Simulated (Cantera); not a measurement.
## Chemical vapour transport: Al + HCl + H2

Feed: 1 mol Al, 0.034 mol HCl, 0.22 mol H2, held at 10.0 mbar.

Cantera equilibrium calculation (NASA polynomials, part measured and part estimated; ideal gas, pure solids and liquids). Candidate condensed phases: Al, AlCl3; 12 gas species. The tables' values for AlCl2 are old estimates; treat these amounts as uncertain. Equilibrium is a limit: real reactors are often held back by kinetics, nucleation or transport.

From 775 K to 925 K the condensed part is Al(s). From 975 K to 1325 K the condensed part is Al(l). The main Al-bearing gas is AlCl3 at 775 K and AlCl at 1325 K.

```tsv
T (K)	log p H2	log p AlCl	log p AlCl3	log p AlCl2	n Al(s)	n Al(l)
775	-2.02	-5.46	-3.34	-6.02	0.989	0
825	-2.02	-4.89	-3.35	-5.59	0.988	0
875	-2.02	-4.39	-3.36	-5.21	0.988	0
925	-2.02	-3.95	-3.39	-4.89	0.987	0
975	-2.03	-3.59	-3.46	-4.64	0	0.984
1025	-2.04	-3.30	-3.60	-4.47	0	0.980
1075	-2.05	-3.09	-3.88	-4.42	0	0.974
1125	-2.05	-2.97	-4.35	-4.52	0	0.969
1175	-2.06	-2.92	-4.98	-4.74	0	0.967
1225	-2.06	-2.91	-5.64	-5.00	0	0.966
1275	-2.06	-2.91	-6.26	-5.25	0	0.966
1325	-2.06	-2.90	-6.84	-5.48	0	0.966
```
log p: log10 of the partial pressure in bar; n: condensed amount in mol.
